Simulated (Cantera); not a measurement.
Input: 1 mol V, a varied amount of O2, 0.061 mol H2O, equilibrated at 1.33 mbar.

Method: chemical equilibrium by Gibbs-energy minimisation in Cantera with the NASA 1993 tables (ideal gas, pure condensed phases). Candidate condensed phases: H2O, V, VO, V2O3, V2O4, V2O5; 12 gas species. Each liquid is taken as pure. Mutual solubility and eutectic melting of coexisting phases are not modelled. VO: taken at fixed stoichiometry. Condensed phases not in the tables: the oxides between V2O3 and V2O5 other than VO2, N, O or C dissolved in the metal. Gases not in the tables: V4O10. The numbers say what is thermodynamically allowed, not how fast it happens.

Stable condensed phases, one row left out:

```
T in K \ n(O2) in mol
         0.28 0.57 0.86  1.2  1.4  1.7    2  2.3  2.6
   2673     A    A    A    A    A    A    A    A    A
   2523     A    B    A    A    A    A    A    A    A
   2373     C    B    B    A    A    A    A    A    A
   2223     C    D    E    A    A    A    A    A    A
   2073     C    D    E    F    A    A    A    A    A
   1923     C    D    G    F    F    F    F    F    F
   1773     C    D    G    F    F    F    F    F    F
   1623     C    D    G    F    F    F    F    F    F
   1473     C    D    G    F    F    F    F    F    F
   1323     C    D    G    F    F    F    F    F    F
   1023     C    D    G    H    I    I    I    I    I
    873     C    D    G    H    I    I    I    I    I
```

A: gas only; B: VO; C: V + VO; D: VO + V2O3; E: V2O3; F: V2O4; G: V2O3 + V2O4; H: V2O4 + V2O5; I: V2O5.

Give the row for 1173 K.

0.28: V + VO; 0.57: VO + V2O3; 0.86: V2O3 + V2O4; 1.2: V2O4; 1.4: V2O4; 1.7: V2O4; 2: V2O4; 2.3: V2O4; 2.6: V2O4.
